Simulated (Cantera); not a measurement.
## Catalytic stagnation flow on Pt

A jet of 1.39 % H2, 19.9 % O2, 78.7 % N2 at 300 K and 0.0290 bar hits a platinum plate 2.5 cm away at a mass flux of 0.027 kg/m²/s; the plate temperature is set and raised in steps from an oxygen-covered start.

Computed with Cantera and Deutschmann's 1995 Pt surface mechanism with GRI-Mech 3.0 gas chemistry. Catalytic surfaces can have several steady states; this one follows from the mechanism file's or the stated starting coverage.

```csv
plate T (K),wall x H2,wall x O2,wall x H2O,wall x OH,θ free Pt,θ O*,θ OH*
600,0.00439,0.189,0.0182,<1e-8,0.0382,0.960,0.00198
650,0.00431,0.189,0.0182,<1e-8,0.0412,0.957,0.00135
700,0.00389,0.189,0.0189,<1e-8,0.0498,0.949,0.00104
750,0.00301,0.188,0.0204,<1e-8,0.0730,0.926,0.000923
800,0.00217,0.187,0.0218,<1e-8,0.114,0.885,0.000871
850,0.00160,0.187,0.0228,1.67e-8,0.168,0.831,0.000811
900,0.00124,0.186,0.0233,5.27e-8,0.231,0.768,0.000736
```
x: mole fraction at the wall; θ: surface coverage.
